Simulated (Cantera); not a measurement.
**Equilibrium for silicon nitride deposition: SiHCl3 + NH3 + N2**

Input: 1 mol SiHCl3, 0.55 mol NH3, 14 mol N2, held at 1.00 bar.

Method: chemical equilibrium by Gibbs-energy minimisation in Cantera with the NASA 1993 tables (ideal gas, pure condensed phases). Candidate condensed phases: NH4Cl, Si, Si3N4; 28 gas species. The tables' values for SiCl3 are old estimates; treat these amounts as uncertain. Kinetics and transport are ignored.

```csv
T (K),x N2,x HCl,x H2,x SiCl4,n Si3N4(s)
1325,0.847,0.105,0.0286,0.0190,0.224
1350,0.846,0.105,0.0284,0.0187,0.225
1375,0.846,0.106,0.0281,0.0183,0.225
1400,0.846,0.106,0.0279,0.0179,0.224
1425,0.846,0.106,0.0278,0.0175,0.224
1450,0.846,0.106,0.0276,0.0169,0.222
1475,0.845,0.106,0.0276,0.0163,0.221
1500,0.845,0.106,0.0275,0.0156,0.218
1525,0.845,0.106,0.0276,0.0148,0.215
1550,0.844,0.106,0.0277,0.0139,0.211
```
x: gas mole fraction; n: condensed amount in mol.

From 1325 K to 1550 K the condensed part is Si3N4(s). The main Si-bearing gas is SiCl4 throughout.
